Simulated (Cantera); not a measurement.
## Equilibrium for carbothermic reduction: MgO + CO

Charge: 1 mol MgO, 2.4 mol CO, at 10.0 mbar.

These are equilibrium values from Cantera (NASA tables, ideal gas, pure condensed phases), not measurements of a reactor. Candidate condensed phases: C, Mg, MgCO3, MgO; 15 gas species. Rates play no part.

| T (°C) | x CO | x Mg | x CO2 | x O | x O2 | n MgO(s) |
|---|---|---|---|---|---|---|
| 977 | 1.000 | 2.72e-7 | 9.62e-5 | <1e-12 | <1e-12 | 1.000 |
| 1077 | 1.000 | 2.32e-5 | 2.92e-5 | <1e-12 | <1e-12 | 1.000 |
| 1177 | 1.000 | 0.000105 | 0.000105 | <1e-12 | <1e-12 | 1.000 |
| 1277 | 0.999 | 0.000354 | 0.000354 | 2.80e-12 | <1e-12 | 0.999 |
| 1377 | 0.998 | 0.00103 | 0.00103 | 1.00e-10 | <1e-12 | 0.998 |
| 1477 | 0.995 | 0.00263 | 0.00263 | 2.39e-9 | 1.02e-11 | 0.994 |
| 1577 | 0.988 | 0.00605 | 0.00605 | 4.02e-8 | 4.34e-10 | 0.985 |
| 1677 | 0.975 | 0.0127 | 0.0127 | 5.07e-7 | 1.26e-8 | 0.969 |
| 1777 | 0.951 | 0.0247 | 0.0247 | 5.02e-6 | 2.66e-7 | 0.939 |
| 1877 | 0.911 | 0.0445 | 0.0445 | 4.04e-5 | 4.28e-6 | 0.888 |
| 1977 | 0.850 | 0.0751 | 0.0747 | 0.000273 | 5.49e-5 | 0.805 |
| 2077 | 0.762 | 0.119 | 0.116 | 0.00159 | 0.000583 | 0.673 |
| 2177 | 0.640 | 0.181 | 0.163 | 0.00806 | 0.00511 | 0.451 |
| 2277 | 0.486 | 0.267 | 0.176 | 0.0319 | 0.0298 | 0 |
x: gas mole fraction; n: condensed amount in mol.

From 977 °C to 2177 °C the condensed part is MgO(s). At 2277 °C nothing is condensed. The main Mg-bearing gas is Mg throughout.
